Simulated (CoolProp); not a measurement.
Dimethyl carbonate at several states: fugacity coefficient from the reference equation and from simpler models built on Tc = 283.9 °C, pc = 4909 kPa, ω = 0.346; each cubic takes its own stable root.

Model: reference Helmholtz-energy equation of state, Zhou 2011, in CoolProp.

```json
[
 {"T (°C)": "237.65", "p (kPa)": "1910", "phase": "gas", "reference": "0.8253"},
 {"T (°C)": "84.95", "p (kPa)": "2110", "phase": "liquid", "reference": "0.04216"},
 {"T (°C)": "111.15", "p (kPa)": "513", "phase": "liquid", "reference": "0.3571"},
 {"T (°C)": "299.45", "p (kPa)": "4720", "phase": "gas", "reference": "0.7081"},
 {"T (°C)": "236.95", "p (kPa)": "4500", "phase": "liquid", "reference": "0.4500"}
]
```

Task: How far does each simpler model (Redlich-Kwong, Peng-Robinson) lie from the reference over these 5 states: mean and median of the absolute difference, and the worst?

Result: 
- Redlich-Kwong: mean 47.6 %, median 14.2 %, worst +130.0 % at 84.95 °C and 2110 kPa
- Peng-Robinson: mean 1.1 %, median 0.7 %, worst -2.3 % at 299.45 °C and 4720 kPa
